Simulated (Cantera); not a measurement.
What does this Cantera script print?

```python
import numpy as np
import cantera as ct

gas = ct.Solution("gri30.yaml")
gas.TPX = 1275, 210000, {'CH3OH': 0.028, 'O2': 0.0027, 'N2': 1}
reactor = ct.IdealGasConstPressureReactor(gas, energy="off", clone=False)
net = ct.ReactorNet([reactor])
net.rtol, net.atol = 1e-08, 1e-18
show = ['CH3OH', 'O2', 'C2H6', 'OH', 'C2H2']
times = np.geomspace(4e-06, 1, 13)

steps = ct.SolutionArray(gas, extra=["t"])
rows = []
print(f"{'t/s':>10s}{'T/K':>9s}{'P/Pa':>11s}" + "".join(f"{s:>11s}" for s in show))
for t in times:
    while net.time < t:
        t_next = net.step()
        steps.append(gas.state, t=t_next)
    rows.append([np.interp(t, steps.t, y) for y in (steps.T, steps.P, *steps(*show).X.T)])
    print(f"{t:10.3e}{rows[-1][0]:9.1f}{rows[-1][1]:11.4g}" + "".join(f"{x:11.3e}" for x in rows[-1][2:]))
rate = np.gradient(steps.T, steps.t)
print("integrator steps:", len(steps.t))
if steps.T.max() > steps.T[0] + 200:
    print(f"time of steepest temperature rise: {steps.t[rate.argmax()]:.4e} s")
gas.TPX = 1275, 210000, {'CH3OH': 0.028, 'O2': 0.0027, 'N2': 1}
gas.equilibrate("TP")
print(f"equilibrium (TP): T = {gas.T:.1f} K  " + "  ".join(f"{s} {gas[s].X[0]:.3e}" for s in show))
```

Output:

```
       t/s      T/K       P/Pa      CH3OH         O2       C2H6         OH       C2H2
 4.000e-06   1275.0    2.1e+05  2.717e-02  2.620e-03  9.894e-14  2.015e-09  9.300e-14
 1.127e-05   1275.0    2.1e+05  2.717e-02  2.619e-03  1.994e-12  2.187e-09  5.818e-13
 3.175e-05   1275.0    2.1e+05  2.716e-02  2.619e-03  3.365e-11  2.218e-09  2.147e-12
 8.944e-05   1275.0    2.1e+05  2.716e-02  2.617e-03  3.698e-10  2.356e-09  6.563e-12
 2.520e-04   1275.0    2.1e+05  2.714e-02  2.612e-03  1.897e-09  3.419e-09  1.897e-11
 7.099e-04   1275.0    2.1e+05  2.707e-02  2.591e-03  4.861e-09  1.226e-08  5.382e-11
 2.000e-03   1275.0    2.1e+05  2.530e-02  2.211e-03  7.490e-09  3.263e-07  1.661e-10
 5.635e-03   1275.0    2.1e+05  8.665e-04  8.698e-06  2.796e-07  2.839e-09  8.517e-08
 1.587e-02   1275.0    2.1e+05  3.502e-05  5.474e-06  6.866e-08  1.812e-09  1.867e-07
 4.472e-02   1275.0    2.1e+05  2.191e-08  4.181e-06  1.068e-08  1.394e-09  3.904e-07
 1.260e-01   1275.0    2.1e+05  4.662e-11  2.574e-06  5.677e-09  8.439e-10  6.254e-07
 3.550e-01   1275.0    2.1e+05  2.131e-11  1.205e-06  3.156e-09  4.258e-10  7.790e-07
 1.000e+00   1275.0    2.1e+05  1.001e-11  4.140e-07  1.846e-09  2.127e-10  8.371e-07
integrator steps: 2104
equilibrium (TP): T = 1275.0 K  CH3OH 4.574e-13  O2 9.294e-18  C2H6 2.710e-15  OH 1.036e-10  C2H2 1.032e-12
```

Detailed kinetics in Cantera: GRI-Mech 3.0 (53 species, 325 reactions). GRI-Mech 3.0 was tuned for natural gas; its chemistry of methanol as a main component is partial and can be far from experiment.
